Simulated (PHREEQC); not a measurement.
Hard or scaling water: an equilibrium model

Consider water at 25 °C with 0.0017 mol/kgw CaCl2, 0.0007 mol/kgw CO2 and 0.00056 mol/kgw KCl. Closed to the air; pH follows from the charge balance.

Equilibrium calculation in PHREEQC: ion-association model, phreeqc.dat.

No solid was allowed to form.

**Question.** Predict the pH.

**Answer.** pH 4.75.

**Question.** In which forms is C present?

**Answer.** CO2 97 %, HCO3- 2.7 % of the C.
